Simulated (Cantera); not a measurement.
A perfectly stirred reactor is fed with 4.36 % CH4, 0.523 % C2H6, 0.205 % C3H8, 20.0 % O2, 75.0 % N2, at 21000 Pa; it is adiabatic with a 750 K inlet, and is followed from long to short residence time, starting on the burning branch (τ in s: 0.065, 0.02, 0.0063, 0.002, 0.00061, 0.00019, 5.8e-05, 1.8e-05, 5.6e-06).

Cantera simulation using GRI-Mech 3.0 (53 species, 325 reactions); the numbers are that mechanism's predictions, not measurements.

One state of this run: T (K) = 1751; x CH4 = 0.000118; x C2H6 = 3.55e-6; x C3H8 = 1.21e-6; x CH2O = 1.94e-5; x H = 0.00553. x: mole fraction; the columns are a selection and need not sum to one.

### Question
Which value of τ (s) does it belong to?
A) 0.0063
B) 0.0020
C) 0.020
D) 0.00019

### Answer
B, 0.0020
